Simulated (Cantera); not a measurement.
Cantera run:

```python
import numpy as np
import cantera as ct

gas_names = [...]  # 91 gases of nasa_gas.yaml made of C, Cl, H
cond_names = """
    C(gr) C6H6(L) C7H8(L) C8H18(L),n-octa
""".split()


# ... load() reads the species with a 1 bar reference pressure and builds the phases ...
atoms = {
    'CH3Cl': {'C': 1, 'H': 3, 'CL': 1},
    'CH4': {'C': 1, 'H': 4},
    'H2': {'H': 2},
}
top_T = {'C(gr)': 4500}  # K; cautious upper limits of use, not melting points


# ... equilibrate(T, P, feed) seeds the gas with the atoms and calls Mixture.equilibrate('TP', solver="vcs", rtol=1e-11, max_steps=5000) ...
results = []
feed = {'CH3Cl': 1, 'CH4': 0.77, 'H2': 0.19}  # mol
T = 3148.15  # K
P = 133.322  # Pa
mix = equilibrate(T, P, feed)
results.append((T, P, feed, dict(zip(mix.species_names, mix.species_moles))))
x = sorted(zip(gas.X, gas.species_names), reverse=True)
print(f"T = {T:g} K  P = {P:g} Pa  gas = {mix.phase_moles(0):.4g} mol")
print("   x: " + "  ".join(f"{s} {v:.3e}" for v, s in x if v > 1e-06))
print("   condensed (mol): " + ("  ".join(f"{mix.phase(i).name} {mix.phase_moles(i):.4g}"
      for i in range(1, mix.n_phases) if mix.phase_moles(i) > 1e-12) or "none"))
```

It prints:

```
T = 3148.15 K  P = 133.322 Pa  gas = 8.221 mol
   x: H 7.550e-01  CL 1.186e-01  C 5.066e-02  C3 4.432e-02  C2 1.332e-02  H2 1.280e-02  HCL 2.979e-03  C2H 1.801e-03  C5 1.507e-04  C2H2,acetylene 1.452e-04  C4 7.813e-05  CH 7.450e-05  CCL 5.677e-06
   condensed (mol): none
```

Method: chemical equilibrium by Gibbs-energy minimisation in Cantera with the NASA 1993 tables (ideal gas, pure condensed phases).
